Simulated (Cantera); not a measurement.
What does this Cantera script print?

```python
import numpy as np
import cantera as ct

gas_names = """
    Fe FeO Fe(OH)2 H HO2 H2 H2O H2O2 H2S H2SO4 O OH O2 O3 S SH SO SO2 SO3 S2 S2O S8
""".split()
cond_names = """
    Fe(a) Fe(c) Fe(d) Fe(L) FeO(s) FeO(L) Fe(OH)2(s) Fe(OH)3(s) FeS(a) FeS(b) FeS(c) FeS(L) FeSO4(s)
    FeS2(s) Fe2O3(s) Fe2S3O12(s) Fe3O4(s) H2O(s) H2O(L) H2SO4(L) S(cr1) S(cr2) S(L)
""".split()


# ... load() reads the species with a 1 bar reference pressure and builds the phases ...
atoms = {
    'FeS2': {'Fe': 1, 'S': 2},
    'H2': {'H': 2},
    'H2O': {'H': 2, 'O': 1},
}
top_T = {'FeSO4(s)': 950, 'FeS2(s)': 1010, 'Fe2O3(s)': 1830, 'Fe2S3O12(s)': 1100, 'Fe3O4(s)': 1870}  # K; cautious upper limits of use, not melting points


# ... equilibrate(T, P, feed) seeds the gas with the atoms and calls Mixture.equilibrate('TP', solver="vcs", rtol=1e-11, max_steps=5000) ...
results = []
T = 2075  # K
P = 42  # Pa
for m in [0.83, 1.7, 3.5, 7.1, 15, 30, 61, 120]:
    feed = {'FeS2': 1, 'H2': m, 'H2O': 2.6}  # mol
    mix = equilibrate(T, P, feed)
    results.append((T, P, feed, dict(zip(mix.species_names, mix.species_moles))))

top = {s: max(r[3][s] / sum(r[3][g] for g in gas_names) for r in results) for s in gas_names}
cols = sorted((s for s in top if top[s] > 0.001), key=lambda s: -top[s])[:5]
seen = [c for c in cond_names if any(r[3].get(c, 0) > 1e-12 for r in results)]
print("log10 of partial pressures in bar; condensed amounts in mol")
print(f"{'n(H2)':>10s}" + "".join(f"{s[:9]:>10s}" for s in cols + seen))
for T, P, feed, n in results:
    ng = sum(n[g] for g in gas_names)
    print(f"{feed['H2']:10.4g}" + "".join(f"{np.log10(max(n[s] / ng * P / 1e5, 1e-99)):10.3f}" for s in cols)
          + "".join(f"{n.get(c, 0):10.4g}" for c in seen))
```

Output:

```
log10 of partial pressures in bar; condensed amounts in mol
     n(H2)        H2        Fe       H2O         H        SO
      0.83    -3.837    -4.189    -4.225    -4.493    -4.351
       1.7    -3.780    -4.245    -4.220    -4.464    -4.417
       3.5    -3.703    -4.344    -4.235    -4.426    -4.538
       7.1    -3.621    -4.492    -4.294    -4.385    -4.735
        15    -3.547    -4.708    -4.429    -4.348    -5.047
        30    -3.498    -4.949    -4.619    -4.324    -5.425
        61    -3.468    -5.224    -4.861    -4.309    -5.883
       120    -3.452    -5.501    -5.119    -4.300    -6.370
```

Equilibrium computed with Cantera from the NASA thermochemical tables; the gas is ideal and each condensed phase is pure.
